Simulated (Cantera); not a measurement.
## Thermodynamics of metals in furnace atmospheres, feed Fe + CO + H₂

Input: 1 mol Fe, 3.4 mol CO, a varied amount of H₂, equilibrated at 950 K and 11000 Pa.

Equilibrium computed with Cantera from the NASA thermochemical tables; the gas is ideal and each condensed phase is pure. Candidate condensed phases: C, C₆H₆, C₇H₈, C₈H₁₈, Fe, Fe(CO)₅, FeO, Fe(OH)₂, Fe(OH)₃, Fe₂O₃, Fe₃O₄, H₂O; 114 gas species. Condensed phases not in the tables: cementite and carbon dissolved in iron. Rates play no part.

From 3.3 mol H₂ to 21 mol H₂ the condensed part is C(graphite) + Fe(α). From 34 mol H₂ to 85 mol H₂ the condensed part is Fe(α).

| n(H₂) (mol) | log p H₂ | log p CO | log p CO₂ | log p H₂O | log p CH₄ | n C(graphite) | n Fe(α) |
|---|---|---|---|---|---|---|---|
| 3.3 | -1.27 | -1.31 | -2.40 | -2.61 | -3.31 | 0.343 | 1.00 |
| 5.3 | -1.18 | -1.42 | -2.62 | -2.63 | -3.13 | 0.303 | 1.00 |
| 8.4 | -1.11 | -1.55 | -2.87 | -2.69 | -3.00 | 0.245 | 1.00 |
| 13 | -1.07 | -1.69 | -3.15 | -2.78 | -2.91 | 0.160 | 1.00 |
| 21 | -1.03 | -1.86 | -3.49 | -2.92 | -2.84 | 0.0167 | 1.00 |
| 34 | -1.01 | -2.05 | -3.77 | -2.97 | -2.91 | 0 | 1.00 |
| 53 | -0.99 | -2.25 | -4.04 | -3.03 | -2.99 | 0 | 1.00 |
| 85 | -0.98 | -2.46 | -4.35 | -3.12 | -3.09 | 0 | 1.00 |
log p: log10 of the partial pressure in bar; n: condensed amount in mol.
